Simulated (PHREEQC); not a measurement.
Synthetic water in mg/L, 25 °C, pH 6.52, pe 0.6: Na 1.9; K 1.96; Ca 0.883; Mg 0.171; Cl 0.508; S(6) as SO4 1.23; Alkalinity as HCO3 9.24; Si as SiO2 0.2; Br 0.199; Mn(2) 0.0196; Zn 0.017; Li 0.000287; B 0.00245.

Cl is adjusted to close the charge balance.
Valence states are taken as typed.

The numbers come from PHREEQC with the ion-association model, phreeqc.dat.

```json
{
 "ionic_strength": "0.000235 mol/kgw"
}
```

| species | molality | activity | log γ |
|---|---|---|---|
| HCO3- | 0.000152 | 0.000149 | -0.008 |
| CO2 | 0.000101 | 0.000101 | 0.000 |
| Na+ | 8.26e-5 | 8.12e-5 | -0.008 |
| K+ | 5.01e-5 | 4.92e-5 | -0.008 |
| Ca+2 | 2.20e-5 | 2.05e-5 | -0.030 |
| SO4-2 | 1.27e-5 | 1.19e-5 | -0.030 |
| Cl- | 1.26e-5 | 1.24e-5 | -0.008 |
| Mg+2 | 7.00e-6 | 6.53e-6 | -0.030 |
| H4SiO4 | 3.33e-6 | 3.33e-6 | 0.000 |
| Br- | 2.49e-6 | 2.45e-6 | -0.008 |
| Mn+2 | 3.51e-7 | 3.27e-7 | -0.030 |
| H+ | 3.07e-7 | 3.02e-7 | -0.007 |
| Zn+2 | 2.53e-7 | 2.36e-7 | -0.030 |

This is a speciation only: nothing precipitates in the calculation.
